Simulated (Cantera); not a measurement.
Input (Python, Cantera) and output of one run.

```python
import numpy as np
import cantera as ct

gas_names = [...]  # 87 gases of nasa_gas.yaml made of C, H, Si
cond_names = """
    C(gr) C6H6(L) C7H8(L) C8H18(L),n-octa Si(cr) Si(L) SiC(b)
""".split()


# ... load() reads the species with a 1 bar reference pressure and builds the phases ...
atoms = {
    'CH3SiH3': {'C': 1, 'H': 6, 'Si': 1},
    'C3H8': {'C': 3, 'H': 8},
    'H2': {'H': 2},
}
top_T = {'C(gr)': 4500, 'SiC(b)': 3050}  # K; cautious upper limits of use, not melting points


# ... equilibrate(T, P, feed) seeds the gas with the atoms and calls Mixture.equilibrate('TP', solver="vcs", rtol=1e-11, max_steps=5000) ...
results = []
feed = {'CH3SiH3': 1, 'C3H8': 0.25, 'H2': 53}  # mol
T = 1848.15  # K
P = 1000  # Pa
mix = equilibrate(T, P, feed)
results.append((T, P, feed, dict(zip(mix.species_names, mix.species_moles))))
print(gas.report(threshold=1e-06))
for i in range(1, mix.n_phases):
    print(f"{mix.phase(i).name:16s} {mix.phase_moles(i):12.5e} mol")
```

Output:

```
       temperature   1848.2 K
          pressure   1000 Pa
           density   0.0001313 kg/m^3
  mean mol. weight   2.0175 kg/kmol
   phase of matter   gas

                          1 kg             1 kmol
                     ---------------   ---------------
          enthalpy         2.428e+07        4.8987e+07  J
   internal energy        1.6664e+07         3.362e+07  J
           entropy        1.1114e+05        2.2423e+05  J/K
    Gibbs function       -1.8112e+08       -3.6542e+08  J
 heat capacity c_p             16662             33615  J/K
 heat capacity c_v             12540             25301  J/K

                      mass frac. Y      mole frac. X     chem. pot. / RT
                     ---------------   ---------------   ---------------
               CH4        5.1778e-05        6.5114e-06           -50.285
    C2H2,acetylene         0.0033087        0.00025637           -29.042
                 H         0.0026448         0.0052935           -11.921
                H2           0.99366           0.99442           -23.843
                Si        0.00026118        1.8763e-05           -8.9389
               SiH        2.6886e-05        1.8645e-06            -20.86
              SiH2        1.8441e-05         1.236e-06           -32.781
     [  +80 minor]        2.4891e-05        1.4205e-06

C(gr)             7.21513e-01 mol
Si(L)             0.00000e+00 mol
SiC(b)            9.98700e-01 mol
```

Method: chemical equilibrium by Gibbs-energy minimisation in Cantera with the NASA 1993 tables (ideal gas, pure condensed phases). The feed counts by its element totals alone.
